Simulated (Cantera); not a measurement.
An adiabatic, constant-pressure homogeneous reactor starts with C3H8 : O2 : N2 = 1 : 3.33 : 12.5 (molar parts), equivalence ratio 1.5, at 1750 K and 9.10 bar.

Model: GRI-Mech 3.0 (53 species, 325 reactions), integrated in Cantera. GRI-Mech 3.0 was tuned for natural gas; its chemistry of propane as a main component is partial and can be far from experiment. Above 3000 K some thermodynamic fits are extrapolated.

Question: Predict: time of steepest temperature rise; temperature at 5.00 s; equilibrium temperature; x(O2) at 5.00 s; x(HO2) at 5.00 s; x(H) at 5.00 s.

Answer: 
| Property | Result |
|---|---|
| time of steepest temperature rise | 3.35 µs |
| temperature at 5.00 s | 3019 K |
| equilibrium temperature | 3019 K |
| x(O2) at 5.00 s | 0.00130 (gas-phase equilibrium 0.00130) |
| x(HO2) at 5.00 s | 1.92e-6 (gas-phase equilibrium 1.92e-6) |
| x(H) at 5.00 s | 0.0135 (gas-phase equilibrium 0.0135) |
